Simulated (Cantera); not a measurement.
Standard-state values (1 bar) from the NASA 1993 polynomials, evaluated with Cantera. Values are per mole of reaction as written; species without (g) are pure solids or liquids, kept so even where they would boil at 1 bar.

0.8 Ta + O2(g) = 0.4 Ta2O5, with ΔH° = -818.4 kJ and ΔS° = -181.0 J/K at 300 K.

Question: How far is the shortcut ΔG° ≈ ΔH°(300 K) − T·ΔS°(300 K) from the full temperature-dependent value at 798, 948, 1098, 1248, 1398, 1548, 1698, 1848, 1998 K?

Answer: 
| T (K) | shortcut (kJ) | full (kJ) | difference (kJ) | difference in log10 K |
|---|---|---|---|---|
| 798 | -673.9 | -676.4 | 2.4 | -0.16 |
| 948 | -646.8 | -650.9 | 4.1 | -0.23 |
| 1098 | -619.6 | -625.8 | 6.1 | -0.29 |
| 1248 | -592.5 | -601.0 | 8.5 | -0.36 |
| 1398 | -565.3 | -576.5 | 11.2 | -0.42 |
| 1548 | -538.2 | -552.3 | 14.1 | -0.48 |
| 1698 | -511.0 | -528.3 | 17.3 | -0.53 |
| 1848 | -483.9 | -504.6 | 20.7 | -0.59 |
| 1998 | -456.7 | -481.0 | 24.3 | -0.64 |
The shortcut ignores the heat-capacity change of the reaction.
